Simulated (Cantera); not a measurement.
Predominance diagram of Ca at 1377 °C against the partial pressures of O2 and Br2 (log10, bar). Source: NASA polynomial tables (part measured, part estimated), evaluated in Cantera. Candidates: Ca(l), CaBr2(l), CaO(s). Only these pure phases compete in this equilibrium. Not in the tables: oxide halides.

Which phase is stable at these pairs, and which metal-bearing vapour leads over it? (-4.5, -5.7); (-4.5, -0.3); (-4.5, -15); (-6.8, 1); (-2.8, -0.3); (-6.2, -9.7); (-7.3, -3)


```json
[
 {"log p(O2)": "-4.5", "log p(Br2)": "-5.7", "phase": "CaO(s)", "chief vapour": "CaBr2", "log p (bar)": "-3.8"},
 {"log p(O2)": "-4.5", "log p(Br2)": "-0.3", "phase": "CaBr2(l)", "chief vapour": "CaBr2", "log p (bar)": "-1.4"},
 {"log p(O2)": "-4.5", "log p(Br2)": "-15", "phase": "CaO(s)", "chief vapour": "Ca", "log p (bar)": "-12.6"},
 {"log p(O2)": "-6.8", "log p(Br2)": "1", "phase": "CaBr2(l)", "chief vapour": "CaBr2", "log p (bar)": "-1.4"},
 {"log p(O2)": "-2.8", "log p(Br2)": "-0.3", "phase": "CaBr2(l)", "chief vapour": "CaBr2", "log p (bar)": "-1.4"},
 {"log p(O2)": "-6.2", "log p(Br2)": "-9.7", "phase": "CaO(s)", "chief vapour": "CaBr2", "log p (bar)": "-7.0"},
 {"log p(O2)": "-7.3", "log p(Br2)": "-3", "phase": "CaBr2(l)", "chief vapour": "CaBr2", "log p (bar)": "-1.4"}
]
```
